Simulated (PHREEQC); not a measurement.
# Leach liquor (model solution)

Consider water at 25 °C with 2.9e-05 mol/kgw H2SO4, 8.3e-06 mol/kgw Al2(SO4)3 and 6.9e-05 mol/kgw Na2SO4. Closed to the air; pH follows from the charge balance.

Model: ion-association model, phreeqc.dat, run in PHREEQC.

This is a speciation only: nothing precipitates in the calculation.

**Question.** Estimate the pH, ionic strength.

**Answer.** pH 4.24; ionic strength 0.000393 mol/kgw.

**Question.** In which forms is S present?

**Answer.** SO4-2 97 %, AlSO4+ 2.7 %, HSO4- 0.5 % of the S.
